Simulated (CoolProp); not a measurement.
Vapour-liquid equilibrium of n-decane (1) + n-dodecane (2) at 0.154 MPa; x and y are mole fractions of (1).

The numbers come from the multi-fluid Helmholtz-energy mixture model, Lemmon 2006 and Lemmon 2004; pair parameters Bell 2016 in CoolProp.

```csv
x,bubble temperature (K),y at the bubble point,dew temperature at overall composition x (K),liquid density (mol/L)
0.05,504.9,0.103,506.4,3.421
0.2,496.5,0.365,502.0,3.531
0.35,488.8,0.563,497.0,3.642
0.5,482.0,0.712,491.4,3.753
0.65,476.0,0.824,485.0,3.864
0.8,470.7,0.911,477.4,3.976
0.95,466.0,0.980,468.1,4.091
```

No azeotrope shows between x = 0.05 and 0.95.

Pair parameters are fitted to limited data, so mixtures are less certain than the pure fluids.
